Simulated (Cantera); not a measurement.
Feed: 1 mol TiO₂, 9.9 mol HCl, 0.3 mol O₂, equilibrated at 0.100 bar.

Cantera equilibrium calculation (NASA polynomials, part measured and part estimated; ideal gas, pure solids and liquids). Candidate condensed phases: H₂O, Ti, TiCl₂, TiCl₃, TiCl₄, TiO, TiO₂, Ti₂O₃, Ti₃O₅, Ti₄O₇; 23 gas species. Equilibrium is a limit: real reactors are often held back by kinetics, nucleation or transport. All values below are at 1575 K.

Base state: HCl 0.895, Cl 0.0395, H₂O 0.0373, Cl₂ 0.0175, O₂ 0.0107, OH 7.52e-5, TiCl₄ 3.45e-5, ClO 2.90e-5 (mole fractions); condensed: TiO₂(rutile).

Question: What changes in the equilibrium state with this change: TiO₂ replaced by Fe₂O₃?

Answer: 
```
species             before     after
-----------------  -------  --------
HCl                  0.895     0.611
H₂O                 0.0373     0.161
FeCl₂                    0     0.137
O₂                  0.0107    0.0591
Cl₂                 0.0175   0.00442
Cl                  0.0395    0.0199
TiCl₄              3.45e-5         0
FeCl₃                    0   0.00640
Fe₂Cl₄                   0   4.37e-5
OH                 7.52e-5  0.000240
H₂                 5.60e-6   1.03e-5
TiO₂(rutile), mol    1.000         0
Fe₃O₄(s), mol            0     0.158
```
Further candidate phases: Fe, FeCl₂, FeCl₃, FeO, Fe(OH)₂, Fe(OH)₃, Fe₂O₃, Fe₃O₄.
